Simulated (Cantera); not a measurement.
Input: 1 mol Fe3O4, 1.5 mol HCl, 0.019 mol O2, equilibrated at 0.100 bar.

Method: chemical equilibrium by Gibbs-energy minimisation in Cantera with the NASA 1993 tables (ideal gas, pure condensed phases). Candidate condensed phases: Fe, FeCl2, FeCl3, FeO, Fe(OH)2, Fe(OH)3, Fe2O3, Fe3O4, H2O; 22 gas species. Mutual solubility and eutectic melting of coexisting phases are not modelled. Kinetics and transport are ignored.

**Question.** Which condensed phases are stable at each of these points (T (K)): 1448, 1473, 1498, 1523, 1548, 1573, 1598, 1623, 1648?

**Answer.** 
```
T (K)     condensed phases  Fe condensed (%)
-----  -------------------  ----------------
1448   Fe2O3(s) + Fe3O4(s)              94.0
1473              Fe3O4(s)              93.8
1498              Fe3O4(s)              93.3
1523              Fe3O4(s)              92.8
1548              Fe3O4(s)              92.4
1573              Fe3O4(s)              91.9
1598              Fe3O4(s)              91.5
1623              Fe3O4(s)              91.0
1648              Fe3O4(s)              90.6
```

At 1448 K the condensed part is Fe2O3(s) + Fe3O4(s). From 1473 K to 1648 K the condensed part is Fe3O4(s).
